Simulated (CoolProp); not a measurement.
Vapour pressure (kPa) of oxygen: the reference equation beside estimates from Tc = -118.6 °C, pc = 5046 kPa, ω = 0.022. Clausius-Clapeyron is anchored at -154.45 °C with a constant enthalpy of vaporisation of 5.630 kJ/mol.

Computed with CoolProp (reference Helmholtz-energy equation of state, Schmidt 1985).

```csv
T (°C),reference,Clausius-Clapeyron,Redlich-Kwong,Soave-Redlich-Kwong,Peng-Robinson
-161.45,609.9,662.5,573.2,611.3,612.5
-157.95,765.2,796.5,732.0,769.0,768.3
-154.45,947.3,947.3,919.7,954.2,951.3
-150.85,1165,1121,1145,1176,1171
-147.35,1410,1307,1399,1425,1417
-143.85,1689,1512,1688,1709,1698
-140.25,2015,1743,2026,2041,2027
-136.75,2373,1986,2396,2405,2389
-133.25,2776,2249,2808,2811,2794
-129.75,3225,2531,3264,3264,3246
-126.15,3742,2841,3782,3779,3764
```

Absolute difference from the reference over all 11 rows, mean and median: Clausius-Clapeyron 11.7 and 10.5 %, Redlich-Kwong 1.9 and 1.2 %, Soave-Redlich-Kwong 1.0 and 1.1 %, Peng-Robinson 0.5 and 0.5 %.
